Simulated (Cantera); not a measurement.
A closed system holds: 1 mol Si2H6, 1.2 mol NO, 10 mol N2, at 1000 K and 83.0 Pa.

Cantera equilibrium calculation (NASA polynomials, part measured and part estimated; ideal gas, pure solids and liquids). Candidate condensed phases: H2O, Si, SiO2, Si2N2O, Si3N4; 35 gas species. The feed counts by its element totals alone. Equilibrium is a limit: real reactors are often held back by kinetics, nucleation or transport.

Question: What is the equilibrium state?

Answer: 
```json
{
 "x(N2)": "0.763",
 "x(H2)": "0.237",
 "x(H2O)": "3.04e-6",
 "n(SiO2(β-quartz))": "0.133 mol",
 "n(Si2N2O(s))": "0.933 mol",
 "gas_amount": "12.67 mol",
 "log10 activity of Si(s) (absent)": "-8.24"
}
```
